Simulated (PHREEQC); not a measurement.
BaCl2 is added in steps, without added water, to 1 kg of water holding 160 mmol/kgw KNO3 and 130 mmol/kgw KOH, at 25 °C. O2 is buffered at 0.21 atm. No CO2 enters from the air. Precipitation was switched off in this run.

Base run: PHREEQC, ion-association model, wateq4f.dat. Each further column changes one thing. The table gives BaOH+ (mol/kgw).

| BaCl2 added (mol) | base | Davies equation for every ion | database phreeqc.dat |
|---|---|---|---|
| 0 | 0 | 0 | 0 |
| 0.03625 | 0.00313 | 0.00393 | 0.00302 |
| 0.06042 | 0.00485 | ? | 0.00474 |
| 0.09667 | 0.00709 | 0.0103 | 0.00704 |
| 0.1329 | 0.00903 | 0.0143 | 0.00913 |
| 0.1571 | 0.0102 | ? | ? |
| 0.1933 | 0.0118 | 0.0216 | 0.0124 |
| 0.2296 | 0.0133 | ? | 0.0142 |
| 0.2537 | 0.0142 | 0.0296 | ? |
| 0.29 | 0.0155 | 0.0347 | 0.0172 |

Q: Fill in the missing entries.

A: 
- 0.06042, Davies equation for every ion: 0.00646
- 0.1571, Davies equation for every ion: 0.0171
- 0.1571, database phreeqc.dat: 0.0105
- 0.2296, Davies equation for every ion: 0.0263
- 0.2537, database phreeqc.dat: 0.0154

The ionic strength passes 0.7 mol/kgw, the rough limit of the ion-association models, in part of: base; Davies equation for every ion; database phreeqc.dat. phreeqc.dat and wateq4f.dat share most of their constants, so their agreement is no independent check. Solids allowed in the column 'database phreeqc.dat': Sylvite.
